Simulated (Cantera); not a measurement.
What does this Cantera script print?

```python
import numpy as np
import cantera as ct

gas_names = """
    O2 OH H2O2
""".split()
cond_names = """
    Fe(OH)2(s) Fe2O3(s) Fe(a) Fe(c) Fe(d) Fe(L)
""".split()


# ... load() reads the species with a 1 bar reference pressure and builds the phases ...
species = {s.name: s for s in load("nasa_gas.yaml", gas_names) + load("nasa_condensed.yaml", cond_names)}
# Each term lists the table entries of one substance; the one whose range holds T is used.
reactions = {
    '4 Fe(OH)2 + 3 O2(g) = 2 Fe2O3 + 8 OH(g)':
        [(-4, ['Fe(OH)2(s)']), (-3, ['O2']), (2, ['Fe2O3(s)']), (8, ['OH'])],
    'Fe + H2O2(g) = Fe(OH)2':
        [(-1, ['Fe(a)', 'Fe(c)', 'Fe(d)', 'Fe(L)']), (-1, ['H2O2']), (1, ['Fe(OH)2(s)'])],
}


def pick(names, T):
    return next(species[n] for n in names if species[n].thermo.min_temp <= T <= species[n].thermo.max_temp)


results = []
for label, terms in reactions.items():
    print(label)
    print("     T/K   dH/kJ  dS/(J/K)   dG/kJ   log10 K")
    for T in [300, 1075, 1125, 1175, 1225, 1275, 1325, 1375]:
        used = [(nu, pick(names, T)) for nu, names in terms]
        dH = sum(nu * s.thermo.h(T) for nu, s in used) / 1e6
        dS = sum(nu * s.thermo.s(T) for nu, s in used) / 1e3
        dG = dH - T * dS / 1e3
        logK = -dG * 1e6 / (ct.gas_constant * T * np.log(10))
        results.append((label, T, dH, dS, dG, logK, [s.name for _, s in used]))
        print(f"{T:8g} {dH:8.1f} {dS:8.1f} {dG:8.1f} {logK:8.2f}")
```

Result:

```
4 Fe(OH)2 + 3 O2(g) = 2 Fe2O3 + 8 OH(g)
     T/K   dH/kJ  dS/(J/K)   dG/kJ   log10 K
     300    960.3    677.6    757.0  -131.81
    1075    940.7    646.9    245.2   -11.92
    1125    937.6    644.1    212.9    -9.89
    1175    934.4    641.3    180.8    -8.04
    1225    931.1    638.6    148.8    -6.35
    1275    927.8    635.9    116.9    -4.79
    1325    924.4    633.4     85.2    -3.36
    1375    921.1    630.9     53.6    -2.04
Fe + H2O2(g) = Fe(OH)2
     T/K   dH/kJ  dS/(J/K)   dG/kJ   log10 K
     300   -437.7   -173.8   -385.6    67.13
    1075   -421.5   -144.0   -266.7    12.96
    1125   -420.8   -143.4   -259.5    12.05
    1175   -419.7   -142.4   -252.4    11.22
    1225   -419.4   -142.1   -245.3    10.46
    1275   -418.1   -141.1   -238.2     9.76
    1325   -416.9   -140.2   -231.1     9.11
    1375   -415.8   -139.4   -224.1     8.52
```

Source: NASA polynomial tables (part measured, part estimated), evaluated in Cantera. Condensed species are held in their standard states even where they would react or evaporate.
